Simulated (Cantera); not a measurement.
A Cantera script and what it prints.

```python
import numpy as np
import cantera as ct

gas_names = """
    Ca CaO CaOH CaO2H2 Ca2 H HO2 H2 H2O H2O2 O OH O2 O3
""".split()
cond_names = """
    Ca(a) Ca(b) Ca(L) CaO(s) CaO(L) CaO2H2(s) H2O(s) H2O(L)
""".split()


def load(file, names, dense=False):
    # The tables refer to 1 bar. Condensed volumes are neglected.
    table = {s.name: s for s in ct.Species.list_from_file(file)}
    out = []
    for n in names:
        d = dict(table[n].input_data)
        d["thermo"] = dict(d["thermo"], **{"reference-pressure": 1e5})
        if dense:
            d["equation-of-state"] = {"model": "constant-volume", "density": "1e6 g/cm^3"}
        out.append(ct.Species.from_dict(d))
    return out


gas = ct.Solution(thermo="ideal-gas", species=load("nasa_gas.yaml", gas_names))
cond = {s.name: ct.Solution(thermo="fixed-stoichiometry", species=[s], name=s.name)
        for s in load("nasa_condensed.yaml", cond_names, dense=True)}
atoms = {
    'Ca(OH)2': {'Ca': 1, 'O': 2, 'H': 2},
    'H2': {'H': 2},
}
top_T = {}  # K; cautious upper limits of use, not melting points


def equilibrate(T, P, feed):
    n = {}
    for name, mol in feed.items():
        for a, k in atoms[name].items():
            n[a] = n.get(a, 0.0) + k * mol
    gas.TPX = T, P, n
    mass = sum(n.values()) * gas.mean_molecular_weight
    gas.equilibrate("TP")
    valid = [c for c in cond.values() if c.min_temp <= T <= top_T.get(c.name, c.max_temp)]
    mix = ct.Mixture([(gas, mass / gas.mean_molecular_weight)] + [(c, 0.0) for c in valid])
    mix.T, mix.P = T, P
    mix.equilibrate("TP", solver="vcs", rtol=1e-11, max_steps=5000)
    return mix


results = []
feed = {'Ca(OH)2': 1, 'H2': 4.5}  # mol
T = 1698.15  # K
P = 47  # Pa
mix = equilibrate(T, P, feed)
results.append((T, P, feed, dict(zip(mix.species_names, mix.species_moles))))
x = sorted(zip(gas.X, gas.species_names), reverse=True)
print(f"T = {T:g} K  P = {P:g} Pa  gas = {mix.phase_moles(0):.4g} mol")
print("   x: " + "  ".join(f"{s} {v:.3e}" for v, s in x if v > 0.001))
print("   condensed (mol): " + ("  ".join(f"{mix.phase(i).name} {mix.phase_moles(i):.4g}"
      for i in range(1, mix.n_phases) if mix.phase_moles(i) > 1e-12) or "none"))
```

Output:

```
T = 1698.15 K  P = 47 Pa  gas = 5.517 mol
   x: H2 8.127e-01  H2O 1.812e-01  H 6.021e-03
   condensed (mol): CaO(s) 1
```

Equilibrium computed with Cantera from the NASA thermochemical tables; the gas is ideal and each condensed phase is pure.
